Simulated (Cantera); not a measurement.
An adiabatic, constant-volume homogeneous reactor starts with CH4 : O2 : N2 = 1 : 4.26 : 34.5 (molar parts), equivalence ratio 0.47, at 1575 K and 3.26 atm. Integrator tolerance rtol = 1e-08.

Model: GRI-Mech 3.0 (53 species, 325 reactions), integrated in Cantera.

### Question
What does this change do: CH4 1 to 2.2 parts?

### Answer
```tsv
quantity	before	after
time of steepest temperature rise	0.319 ms	0.429 ms
temperature at 0.900 s	2235 K	2685 K
equilibrium temperature	2235 K	2685 K
x(CH4) at 0.900 s	<1e-12 (gas-phase equilibrium <1e-12)	<1e-12 (gas-phase equilibrium <1e-12)
x(O2) at 0.900 s	0.0528 (gas-phase equilibrium 0.0528)	0.00533 (gas-phase equilibrium 0.00533)
x(NO) at 0.900 s	0.00719 (gas-phase equilibrium 0.00719)	0.00509 (gas-phase equilibrium 0.00509)
x(N2O) at 0.900 s	9.05e-7 (gas-phase equilibrium 9.05e-7)	6.95e-7 (gas-phase equilibrium 6.95e-7)
x(C2H6) at 0.900 s	<1e-12 (gas-phase equilibrium <1e-12)	<1e-12 (gas-phase equilibrium <1e-12)
```
